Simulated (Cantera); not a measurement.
A freely propagating, adiabatic, planar premixed flame of 33.4 % H₂, 12.9 % O₂, 48.4 % N₂, 5.34 % H₂O, unburnt at 700 K and 1000000 Pa; mixture-averaged transport, grid criteria slope 0.08 and curve 0.16, no radiation.

Model: the H2/O2 subset of GRI-Mech 3.0, which has no nitrogen chemistry, integrated in Cantera. The hydrogen kinetics of GRI-Mech 3.0 are dated; newer H2 mechanisms differ, most at raised pressure. Burning velocities carry a grid error of a few per cent, more on coarse grids.

Question: Predict: laminar burning velocity; thermal thickness; peak x(H₂O₂); peak x(H); peak x(HO₂).

Answer: 
```
Item                          Value
------------------------  ---------
laminar burning velocity   886 cm/s
thermal thickness         0.0247 mm
peak x(H₂O₂)               0.000130
peak x(H)                    0.0316
peak x(HO₂)                 0.00152
```
